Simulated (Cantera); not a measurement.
An adiabatic, constant-volume homogeneous reactor starts with 24.6 % CH3OH, 15.4 % O2, 57.7 % N2, 2.33 % H2, equivalence ratio 2.5, at 1775 K and 10.9 atm.

Cantera simulation using GRI-Mech 3.0 (53 species, 325 reactions); the numbers are that mechanism's predictions, not measurements. GRI-Mech 3.0 was tuned for natural gas; its chemistry of methanol as a main component is partial and can be far from experiment.

### Question
Predict: time of steepest temperature rise; temperature at 2.00 s; equilibrium temperature; x(O2) at 2.00 s; x(NO) at 2.00 s; x(CO) at 2.00 s; x(CO2) at 2.00 s.

### Answer
```json
{
 "time_of_steepest_temperature_rise": "2.09 µs",
 "temperature at 2.00 s": "2982 K",
 "equilibrium_temperature": "2982 K",
 "x(O2) at 2.00 s": "9.16e-5 (gas-phase equilibrium 9.16e-5)",
 "x(NO) at 2.00 s": "0.000720 (gas-phase equilibrium 0.000720)",
 "x(CO) at 2.00 s": "0.158 (gas-phase equilibrium 0.158)",
 "x(CO2) at 2.00 s": "0.0242 (gas-phase equilibrium 0.0242)"
}
```
